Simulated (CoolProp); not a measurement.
Vapour-liquid equilibrium of propylene (1) + dimethyl ether (2) at 670 kPa; x and y are mole fractions of (1).

Computed with CoolProp (multi-fluid Helmholtz-energy mixture model, Lemmon 2013 and Wu 2011; pair parameters Bell 2016).

Question: Give the bubble temperature and the first vapour's composition at x = 0.35, 0.45, 0.75. Is there an azeotrope?

Answer: x = 0.35: 290.5 K, y = 0.512; x = 0.45: 287.9 K, y = 0.609; x = 0.75: 281.7 K, y = 0.837. No azeotrope shows between x = 0.05 and 0.95.

Pair parameters are fitted to limited data, so mixtures are less certain than the pure fluids.
